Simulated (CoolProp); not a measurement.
Sulfur hexafluoride at 384.89 K and 9.97 MPa flows at 0.26 m/s in a round tube of 4.6 mm bore and 15 µm roughness, fully developed (64/Re and Nu = 3.66 if laminar; Colebrook and Gnielinski if turbulent). Each further row changes one setting.

Model: reference Helmholtz-energy equation of state, Guder 2009, in CoolProp.

```
case               Reynolds number  Darcy friction factor  pressure drop (Pa/m)  heat-transfer coefficient (W/(m² K))  mass flow (kg/h)
-----------------  ---------------  ---------------------  --------------------  ------------------------------------  ----------------
as stated                    19800                 0.0319                   184                                   783                 …
velocity 0.52 m/s            39500                      …                   682                                     …              24.3
diameter 9.2 mm              39500                 0.0264                  75.8                                   675              48.7
```

Problem. Complete the blanks.

Solution. 
- as stated, mass flow (kg/h): 12.2
- velocity 0.52 m/s, Darcy friction factor: 0.0297
- velocity 0.52 m/s, heat-transfer coefficient (W/(m² K)): 1500

Viscosity comes from a separate model (Quiñones-Cisneros 2012). Thermal conductivity comes from a separate model (Assael 2012).
